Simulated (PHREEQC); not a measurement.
Solution (50 °C): 0.0047 mol CuSO4, 0.00011 mol H3BO3 and 0.00068 mol H2SO4 per kg of water. Closed to the air; pH follows from the charge balance.

All values are PHREEQC results (ion-association model, phreeqc.dat), not measurements.

No solid was allowed to form.

Order these S species by the share of S that they hold, largest first: HSO4-, CuSO4, SO4-2.

SO4-2 (71 %), CuSO4 (22 %), HSO4- (7.4 %)

The pH is 3.06 and the ionic strength 0.0153 mol/kgw. Constants without temperature data keep their 25 °C values here.
